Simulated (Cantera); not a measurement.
An isothermal, constant-pressure homogeneous reactor starts with 24.2 % CH4, 75.1 % H2O, 0.678 % N2, at 2100 K and 310000 Pa.

Model: GRI-Mech 3.0 (53 species, 325 reactions), integrated in Cantera.

One state of this run: x CH4 = 0.156; x H2O = 0.707; x CH2 = 3.98e-5; x CO2 = 2.39e-5; x CH2CO = 3.98e-5; x CH2O = 0.000407. x: mole fraction; the columns are a selection and need not sum to one.

Which value of t (s) does it belong to?
A. 9.28e-6
B. 0.431
C. 0.0200
D. 0.0928

A, 9.28e-6
